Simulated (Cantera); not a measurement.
Input: 1 mol CF4, 0.062 mol HCl, 0.081 mol H2, held at 13.3 mbar.

Cantera equilibrium calculation (NASA polynomials, part measured and part estimated; ideal gas, pure solids and liquids). Candidate condensed phases: C, C6H6, C7H8, C8H18; 118 gas species. Gases not in the tables: C2F6 and larger saturated fluorocarbons. Kinetics and transport are ignored.

### Question
At 2473 K, list the 4 most abundant gas species with their mole fractions, and the condensed phases.

### Answer
F 0.553, CF2 0.298, HF 0.0779, CF4 0.0332. Condensed: gas only.
